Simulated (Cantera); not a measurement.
Input (Python, Cantera) and output of one run.

```python
import numpy as np
import cantera as ct

gas_names = """
    C CH CH2 CH3 CH2OH CH3O CH4 CH3OH CN CO CO2 COOH C2 C2H CHCO,ketyl C2H2,acetylene C2H2,vinylidene
    CH2CO,ketene C2H3,vinyl CH3CN CH3CO,acetyl C2H4 C2H4O,ethylen CH3CHO,ethanal CH3COOH (HCOOH)2 C2H5
    C2H6 CH3OCH3 C2H5OH CCN CNC C2N2 C2O C3 C3H3,propargyl C3H4,allene C3H4,propyne C3H4,cyclo-
    C3H5,allyl C3H6,propylene C3H6,cyclo- C3H6O C3H7,n-propyl C3H7,i-propyl C3H8 C3H8O,1propanol
    C3H8O,2propanol C3O2 C4 C4H2 C4H4,1,3-cyclo- C4H6,butadiene C4H6,2-butyne C4H6,cyclo- C4H8,1-butene
    C4H8,cis2-buten C4H8,tr2-butene C4H8,isobutene C4H8,cyclo- (CH3COOH)2 C4H9,n-butyl C4H9,i-butyl
    C4H9,s-butyl C4H9,t-butyl C4H10,isobutane C4H10,n-butane C4N2 C5 C5H6,1,3cyclo- C5H8,cyclo-
    C5H10,1-pentene C5H10,cyclo- C5H11,pentyl C5H11,t-pentyl C5H12,n-pentane C5H12,i-pentane
    CH3C(CH3)2CH3 C6H2 C6H5,phenyl C6H5O,phenoxy C6H6 C6H5OH,phenol C6H10,cyclo- C6H12,1-hexene
    C6H12,cyclo- C6H13,n-hexyl C7H7,benzyl C7H8 C7H8O,cresol C7H14,1-heptene C7H15,n-heptyl
    C7H16,n-heptane C8H8,styrene C8H10,ethylbenz C8H16,1-octene C8H17,n-octyl C8H18,isooctane
    C8H18,n-octane C9H19,n-nonyl C10H8,naphthale C10H21,n-decyl C12H9,o-bipheny C12H10,bipheny H HCN HCO
    HCCN HNC HNCO HNO HNO2 HNO3 HO2 H2 HCHO,formaldehy HCOOH H2O H2O2 N NCO NH NH2 NH3 NH2OH NO NO2 NO3
    N2 N2H2 N2H4 N2O O OH O2 O3 Si SiC SiC2 SiC4H12 SiH SiH2 SiH3 SiH4 SiN SiO SiO2 Si2 Si2C Si2N Si3
""".split()
cond_names = """
    C(gr) C6H6(L) C7H8(L) C8H18(L),n-octa H2O(s) H2O(L) Si(cr) Si(L) SiC(b) SiO2(Lqz) SiO2(hqz) SiO2(L)
    Si2N2O(s) Si3N4(a)
""".split()


def load(file, names, dense=False):
    # The tables refer to 1 bar. Condensed volumes are neglected.
    table = {s.name: s for s in ct.Species.list_from_file(file)}
    out = []
    for n in names:
        d = dict(table[n].input_data)
        d["thermo"] = dict(d["thermo"], **{"reference-pressure": 1e5})
        if dense:
            d["equation-of-state"] = {"model": "constant-volume", "density": "1e6 g/cm^3"}
        out.append(ct.Species.from_dict(d))
    return out


gas = ct.Solution(thermo="ideal-gas", species=load("nasa_gas.yaml", gas_names))
cond = {s.name: ct.Solution(thermo="fixed-stoichiometry", species=[s], name=s.name)
        for s in load("nasa_condensed.yaml", cond_names, dense=True)}
atoms = {
    'TEOS': {'Si': 1, 'C': 8, 'H': 20, 'O': 4},
    'O2': {'O': 2},
    'N2': {'N': 2},
    'H2O': {'H': 2, 'O': 1},
}
top_T = {'C(gr)': 4500, 'SiC(b)': 3050, 'Si2N2O(s)': 2100, 'Si3N4(a)': 2400}  # K; cautious upper limits of use, not melting points


def equilibrate(T, P, feed):
    n = {}
    for name, mol in feed.items():
        for a, k in atoms[name].items():
            n[a] = n.get(a, 0.0) + k * mol
    gas.TPX = T, P, n
    mass = sum(n.values()) * gas.mean_molecular_weight
    gas.equilibrate("TP")
    valid = [c for c in cond.values() if c.min_temp <= T <= top_T.get(c.name, c.max_temp)]
    mix = ct.Mixture([(gas, mass / gas.mean_molecular_weight)] + [(c, 0.0) for c in valid])
    mix.T, mix.P = T, P
    mix.equilibrate("TP", solver="vcs", rtol=1e-11, max_steps=5000)
    return mix


results = []
feed = {'TEOS': 1, 'O2': 0.78, 'N2': 1.5, 'H2O': 1}  # mol
P = 18  # Pa
for T in [673, 723, 773, 823, 873, 923, 973, 1023, 1073, 1123, 1173, 1223, 1273, 1323]:
    mix = equilibrate(T, P, feed)
    results.append((T, P, feed, dict(zip(mix.species_names, mix.species_moles))))
    x = sorted(zip(gas.X, gas.species_names), reverse=True)
    print(f"T = {T:g} K  P = {P:g} Pa  gas = {mix.phase_moles(0):.4g} mol")
    print("   x: " + "  ".join(f"{s} {v:.3e}" for v, s in x if v > 0.001))
    print("   condensed (mol): " + ("  ".join(f"{mix.phase(i).name} {mix.phase_moles(i):.4g}"
          for i in range(1, mix.n_phases) if mix.phase_moles(i) > 1e-12) or "none"))
```

Result:

```
T = 673 K  P = 18 Pa  gas = 15.82 mol
   x: H2 6.726e-01  CO 1.542e-01  N2 9.482e-02  CO2 5.689e-02  H2O 2.028e-02  CH4 1.243e-03
   condensed (mol): C(gr) 4.641  SiO2(Lqz) 1
T = 723 K  P = 18 Pa  gas = 16.7 mol
   x: H2 6.523e-01  CO 2.360e-01  N2 8.984e-02  CO2 1.571e-02  H2O 5.668e-03
   condensed (mol): C(gr) 3.79  SiO2(Lqz) 1
T = 773 K  P = 18 Pa  gas = 16.98 mol
   x: H2 6.460e-01  CO 2.611e-01  N2 8.833e-02  CO2 2.997e-03  H2O 1.447e-03
   condensed (mol): C(gr) 3.513  SiO2(Lqz) 1
T = 823 K  P = 18 Pa  gas = 17.04 mol
   x: H2 6.449e-01  CO 2.660e-01  N2 8.802e-02
   condensed (mol): C(gr) 3.456  SiO2(Lqz) 1
T = 873 K  P = 18 Pa  gas = 17.05 mol
   x: H2 6.448e-01  CO 2.670e-01  N2 8.795e-02
   condensed (mol): C(gr) 3.444  SiO2(hqz) 1
T = 923 K  P = 18 Pa  gas = 17.06 mol
   x: H2 6.448e-01  CO 2.672e-01  N2 8.793e-02
   condensed (mol): C(gr) 3.441  SiO2(hqz) 1
T = 973 K  P = 18 Pa  gas = 17.06 mol
   x: H2 6.448e-01  CO 2.673e-01  N2 8.793e-02
   condensed (mol): C(gr) 3.44  SiO2(hqz) 1
T = 1023 K  P = 18 Pa  gas = 17.06 mol
   x: H2 6.448e-01  CO 2.673e-01  N2 8.793e-02
   condensed (mol): C(gr) 3.44  SiO2(hqz) 1
T = 1073 K  P = 18 Pa  gas = 17.06 mol
   x: H2 6.448e-01  CO 2.673e-01  N2 8.792e-02
   condensed (mol): C(gr) 3.44  SiO2(hqz) 1
T = 1123 K  P = 18 Pa  gas = 18.06 mol
   x: H2 6.091e-01  CO 3.355e-01  N2 5.537e-02
   condensed (mol): C(gr) 1.94  Si2N2O(s) 0.5
T = 1173 K  P = 18 Pa  gas = 18.06 mol
   x: H2 6.091e-01  CO 3.355e-01  N2 5.537e-02
   condensed (mol): C(gr) 1.94  Si2N2O(s) 0.5
T = 1223 K  P = 18 Pa  gas = 18.06 mol
   x: H2 6.090e-01  CO 3.355e-01  N2 5.537e-02
   condensed (mol): C(gr) 1.94  Si2N2O(s) 0.4998
T = 1273 K  P = 18 Pa  gas = 18.06 mol
   x: H2 6.090e-01  CO 3.354e-01  N2 5.541e-02
   condensed (mol): C(gr) 1.941  Si2N2O(s) 0.4989
T = 1323 K  P = 18 Pa  gas = 19.06 mol
   x: H2 5.770e-01  CO 3.439e-01  N2 7.867e-02
   condensed (mol): C(gr) 0.45  SiC(b) 0.9945
```

Cantera equilibrium calculation (NASA polynomials, part measured and part estimated; ideal gas, pure solids and liquids). The feed counts by its element totals alone. N2 is the only nitrogen source here; it is nearly inert below about 1500 K, so the nitride shown seldom forms there in practice.
